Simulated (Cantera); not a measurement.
## Adiabatic ignition

An adiabatic, constant-volume homogeneous reactor starts with 12.1 % CH₃OH, 18.5 % O₂, 69.5 % N₂, equivalence ratio 0.98, at 1300 K and 101000 Pa.

Detailed kinetics in Cantera: GRI-Mech 3.0 (53 species, 325 reactions). GRI-Mech 3.0 was tuned for natural gas; its chemistry of methanol as a main component is partial and can be far from experiment.

| t (s) | T (K) | P (bar) | x CH₃OH | x O₂ | x H₂O₂ | x NO | x N₂O | x CH₃ | x CO₂ |
|---|---|---|---|---|---|---|---|---|---|
| 3.00e-6 | 1300 | 1.01 | 0.121 | 0.185 | 1.96e-12 | <1e-12 | <1e-12 | 9.12e-8 | 1.82e-8 |
| 8.77e-6 | 1300 | 1.01 | 0.121 | 0.185 | 6.49e-11 | <1e-12 | <1e-12 | 2.34e-7 | 5.42e-8 |
| 2.56e-5 | 1300 | 1.01 | 0.121 | 0.185 | 1.89e-9 | <1e-12 | 1.10e-12 | 4.81e-7 | 1.59e-7 |
| 7.50e-5 | 1300 | 1.01 | 0.121 | 0.185 | 4.87e-8 | <1e-12 | 1.04e-11 | 6.42e-7 | 4.67e-7 |
| 0.000219 | 1300 | 1.01 | 0.121 | 0.185 | 8.45e-7 | <1e-12 | 9.38e-11 | 5.88e-7 | 1.37e-6 |
| 0.000641 | 1300 | 1.01 | 0.120 | 0.184 | 9.26e-6 | <1e-12 | 7.84e-10 | 4.56e-7 | 4.03e-6 |
| 0.00187 | 1337 | 1.05 | 0.107 | 0.177 | 0.000877 | <1e-12 | 1.26e-8 | 2.49e-7 | 4.50e-5 |
| 0.00548 | 2821 | 2.44 | <1e-12 | 0.0229 | 5.66e-7 | 0.0111 | 8.65e-7 | <1e-12 | 0.0637 |
| 0.0160 | 2821 | 2.44 | <1e-12 | 0.0229 | 5.66e-7 | 0.0111 | 8.65e-7 | <1e-12 | 0.0637 |
| 0.0468 | 2821 | 2.44 | <1e-12 | 0.0229 | 5.66e-7 | 0.0111 | 8.65e-7 | <1e-12 | 0.0637 |
| 0.137 | 2821 | 2.44 | <1e-12 | 0.0229 | 5.66e-7 | 0.0111 | 8.65e-7 | <1e-12 | 0.0637 |
| 0.400 | 2821 | 2.44 | <1e-12 | 0.0229 | 5.66e-7 | 0.0111 | 8.65e-7 | <1e-12 | 0.0637 |
x: mole fraction; the columns are a selection and need not sum to one.

```json
{
 "time_of_steepest_temperature_rise": "2.04 ms",
 "temperature at 0.400 s": "2821 K",
 "equilibrium_temperature": "2821 K",
 "x(CH₃OH) at 0.400 s": "<1e-12 (gas-phase equilibrium <1e-12)",
 "x(O₂) at 0.400 s": "0.0229 (gas-phase equilibrium 0.0229)",
 "x(H₂O₂) at 0.400 s": "5.66e-7 (gas-phase equilibrium 5.66e-7)"
}
```
